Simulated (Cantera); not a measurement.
Hydrocarbon pyrolysis for carbon deposition

An isothermal, constant-pressure homogeneous reactor starts with 45.5 % C2H4, 54.5 % H2, at 1975 K and 0.0263 atm.

Computed with Cantera and GRI-Mech 3.0 (53 species, 325 reactions). GRI-Mech 3.0 was tuned for natural gas; its chemistry of ethylene as a main component is partial and can be far from experiment. GRI-Mech 3.0 stops at C3 and has no aromatics, soot or wall deposition, so with more carbon than oxygen in the feed, carbon stays in small species such as C2H2 where larger ones or solid carbon would form. Radical loss at walls, strong at low pressure, is not modelled.

```json
[
 {"t (s)": "2.00e-5", "x C2H4": "0.449", "x H2": "0.547", "x CH4": "7.80e-9", "x C2H": "1.14e-9", "x C2H2": "0.00403", "x CH3": "1.55e-8", "x H": "9.23e-6"},
 {"t (s)": "9.15e-5", "x C2H4": "0.427", "x H2": "0.554", "x CH4": "3.90e-7", "x C2H": "2.34e-8", "x C2H2": "0.0185", "x CH3": "1.94e-7", "x H": "4.10e-5"},
 {"t (s)": "0.000418", "x C2H4": "0.333", "x H2": "0.583", "x CH4": "9.61e-6", "x C2H": "4.21e-7", "x C2H2": "0.0830", "x CH3": "8.69e-7", "x H": "0.000172"},
 {"t (s)": "0.00191", "x C2H4": "0.0928", "x H2": "0.658", "x CH4": "6.27e-5", "x C2H": "2.21e-6", "x C2H2": "0.248", "x CH3": "1.12e-6", "x H": "0.000342"},
 {"t (s)": "0.00875", "x C2H4": "0.000125", "x H2": "0.686", "x CH4": "8.93e-5", "x C2H": "1.05e-5", "x C2H2": "0.312", "x CH3": "3.48e-6", "x H": "0.00135"},
 {"t (s)": "0.0400", "x C2H4": "4.71e-5", "x H2": "0.683", "x CH4": "8.40e-5", "x C2H": "4.47e-5", "x C2H2": "0.311", "x CH3": "1.39e-5", "x H": "0.00571"},
 {"t (s)": "0.183", "x C2H4": "4.36e-5", "x H2": "0.682", "x CH4": "0.000104", "x C2H": "5.46e-5", "x C2H2": "0.311", "x CH3": "2.09e-5", "x H": "0.00697"},
 {"t (s)": "0.837", "x C2H4": "4.36e-5", "x H2": "0.681", "x CH4": "0.000143", "x C2H": "5.46e-5", "x C2H2": "0.311", "x CH3": "2.89e-5", "x H": "0.00697"},
 {"t (s)": "3.83", "x C2H4": "4.36e-5", "x H2": "0.681", "x CH4": "0.000148", "x C2H": "5.46e-5", "x C2H2": "0.311", "x CH3": "2.99e-5", "x H": "0.00697"},
 {"t (s)": "17.5", "x C2H4": "4.36e-5", "x H2": "0.681", "x CH4": "0.000148", "x C2H": "5.46e-5", "x C2H2": "0.311", "x CH3": "2.99e-5", "x H": "0.00697"},
 {"t (s)": "80.0", "x C2H4": "4.36e-5", "x H2": "0.681", "x CH4": "0.000148", "x C2H": "5.46e-5", "x C2H2": "0.311", "x CH3": "2.99e-5", "x H": "0.00697"}
]
```
x: mole fraction; the columns are a selection and need not sum to one.

Equilibrium at this temperature and pressure: C2H4 4.36e-5, H2 0.681, CH4 0.000148, C2H 5.46e-5, C2H2 0.311, CH3 3.00e-5, H 0.00697 (gas phase only).
